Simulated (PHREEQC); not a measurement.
Dissolve 8.6 mmol/kgw NaHSO4, 1.5 mmol/kgw (CH3)4NCl and 0.34 mmol/kgw LiOH at 25 °C. It is in equilibrium with CO2 at log p = -1 (atm). Otherwise closed; pH follows from the charge balance.

All values are PHREEQC results (ion-association model, phreeqc.dat), not measurements.

Precipitation was switched off in this run.

Problem. Predict the pH, ionic strength.

Solution. pH 2.27; ionic strength 0.0227 mol/kgw.

Problem. In which forms is Li present?

Solution. Li+ 98 %, LiSO4- 1.5 % of the Li.

Species that the database lacks are ignored. (CH3)4N+ isn't in the database: it is added as a free cation with an ion size of 4 Å.
